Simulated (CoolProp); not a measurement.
Dimethyl carbonate along the isobar 0.985 MPa: Z from the reference equation and from simpler models built on Tc = 557.0 K, pc = 4.909 MPa, ω = 0.346; each cubic takes its own stable root.

Computed with CoolProp (reference Helmholtz-energy equation of state, Zhou 2011).

```tsv
T (K)	phase	reference
386	liquid	0.02934
416.6	liquid	0.02862
447.2	liquid	0.02832
477.7	gas	0.8737
508.3	gas	0.8996
538.9	gas	0.9186
569.4	gas	0.9330
600	gas	0.9443
```

Task: How far does each simpler model (van der Waals, Soave-Redlich-Kwong) lie from the reference over these 8 states: mean and median of the absolute difference, and the worst?

Result: 
- van der Waals: mean 755.3 %, median 3.0 %, worst +3038.1 % at 447.2 K and 0.985 MPa
- Soave-Redlich-Kwong: mean 4.8 %, median 0.2 %, worst +13.9 % at 447.2 K and 0.985 MPa

At some of these states van der Waals gives the other phase, because its saturation line lies elsewhere.
